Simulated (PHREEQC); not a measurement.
Solution (2.5 °C): 0.1 mol/kgw FeSO4, 0.0069 mol/kgw CaCl2 and 0.00034 mol/kgw NaHCO3. Closed to the air; pH follows from the charge balance.

Model: ion-association model, phreeqc.dat, run in PHREEQC.

No solid was allowed to form.

Q: What pH, ionic strength does the model give?

A: pH 7.02; ionic strength 0.265 mol/kgw.

Q: In which forms is Cl present?

A: Cl- 97 %, FeCl+ 2.5 % of the Cl.

The solution is supersaturated, for example in Siderite, so a real one may precipitate; this is no full list. Constants without temperature data keep their 25 °C values here.
